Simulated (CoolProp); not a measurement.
Saturation properties of acetone (Tc = 508.1 K, pc = 46.92 bar, ω = 0.307).

Model: reference Helmholtz-energy equation of state, Lemmon 2006, in CoolProp. It is a short technical equation, of lower accuracy than the large ones.

| T (K) | p (bar) | liquid density (kg/m³) | vapour density (kg/m³) | enthalpy of vaporisation (kJ/kg) | liquid cp (kJ/(kg K)) |
|---|---|---|---|---|---|
| 375.8 | 3.983 | 690.3 | 8.403 | 445.2 | 2.401 |
| 378.6 | 4.273 | 686.5 | 9.001 | 441.4 | 2.413 |
| 381.3 | 4.568 | 682.8 | 9.610 | 437.8 | 2.426 |
| 384.1 | 4.889 | 678.9 | 10.28 | 433.9 | 2.439 |
| 386.8 | 5.216 | 675.1 | 10.96 | 430.1 | 2.451 |
| 389.5 | 5.558 | 671.2 | 11.67 | 426.3 | 2.465 |
| 392.3 | 5.931 | 667.2 | 12.45 | 422.2 | 2.479 |
| 395 | 6.309 | 663.3 | 13.25 | 418.2 | 2.492 |
| 397.8 | 6.719 | 659.2 | 14.11 | 414.1 | 2.507 |
| 400.5 | 7.134 | 655.2 | 15.00 | 410.0 | 2.522 |
| 403.2 | 7.568 | 651.1 | 15.92 | 405.8 | 2.537 |
| 406 | 8.039 | 646.8 | 16.94 | 401.4 | 2.553 |
| 408.7 | 8.513 | 642.7 | 17.97 | 397.1 | 2.569 |
| 411.5 | 9.027 | 638.3 | 19.09 | 392.5 | 2.586 |

It boils at 329.2 K under 1 atm.
